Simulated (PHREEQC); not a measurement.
## Ultrapure water in contact with air or piping

Synthetic water in mg/L, 25 °C, pH 6.1, pe 12.1: Na 0.0114; K 0.00285; Ca 0.12; Mg 0.000819; Cl 0.0522; S(6) as SO4 0.0144; Alkalinity as HCO3 0.0515; Zn 0.000116; O(0) (dissolved oxygen) 0.000357.

Valence states are taken as typed.

Model: ion-association model, phreeqc.dat, run in PHREEQC.

No solid was allowed to form.

**Question.** Estimate the charge-balance error.

**Answer.** charge-balance error 37.0 %.

**Question.** In which forms is C present?

**Answer.** CO2 64 %, HCO3- 36 % of the C.

Complexes and solids missing from the database can't appear.
